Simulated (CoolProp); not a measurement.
R407C along the isobar 0.766 MPa: density (kg/m³) from the reference equation and from simpler models built on Tc = 359.3 K, pc = 4.632 MPa, ω = 0.363; each cubic takes its own stable root.

Model: reference Helmholtz-energy equation of state, Lemmon 2003, in CoolProp. It is a pseudo-pure fit of the blend.

```tsv
T (K)	phase	reference
311.3	gas	28.73
324.9	gas	26.98
338.4	gas	25.51
351.9	gas	24.23
365.5	gas	23.10
379	gas	22.09
392.5	gas	21.19
406	gas	20.37
419.6	gas	19.61
433.1	gas	18.92
446.6	gas	18.28
460.2	gas	17.69
473.7	gas	17.14
```

### Question
How far does each simpler model (Redlich-Kwong, Soave-Redlich-Kwong) lie from the reference over these 13 states: mean and median of the absolute difference, and the worst?

### Answer
- Redlich-Kwong: mean 0.6 %, median 0.3 %, worst -2.3 % at 311.3 K and 0.766 MPa
- Soave-Redlich-Kwong: mean 0.5 %, median 0.4 %, worst -1.4 % at 311.3 K and 0.766 MPa
